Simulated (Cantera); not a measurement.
Feed: 1 mol SiCl₄, 0.89 mol Cl₂, 1.1 mol H₂, at 14.0 bar.

These are equilibrium values from Cantera (NASA tables, ideal gas, pure condensed phases), not measurements of a reactor. Candidate condensed phases: Si; 19 gas species. The tables' values for SiCl₃ are old estimates; treat these amounts as uncertain. Equilibrium is a limit: real reactors are often held back by kinetics, nucleation or transport. All values below are at 1600 K.

Base state: HCl 0.608, SiCl₄ 0.317, H₂ 0.0595, SiCl₃ 0.0101, SiHCl₃ 0.00448, SiCl₂ 0.000794, Cl 2.86e-5, SiH₂Cl₂ 1.06e-5 (mole fractions); condensed: gas only.

**Question.** What changes in the equilibrium state with this change: Cl₂ from 0.89 to 1.2 mol?

**Answer.** 
```json
[
 {"species": "HCl", "before": "0.608", "after": "0.665"},
 {"species": "SiCl₄", "before": "0.317", "after": "0.302"},
 {"species": "Cl₂", "before": "9.52e-7", "after": "0.0278"},
 {"species": "H₂", "before": "0.0595", "after": "2.44e-6"},
 {"species": "SiCl₃", "before": "0.0101", "after": "5.64e-5"},
 {"species": "SiCl₂", "before": "0.000794", "after": "2.59e-8"},
 {"species": "SiHCl₃", "before": "0.00448", "after": "1.60e-7"}
]
```
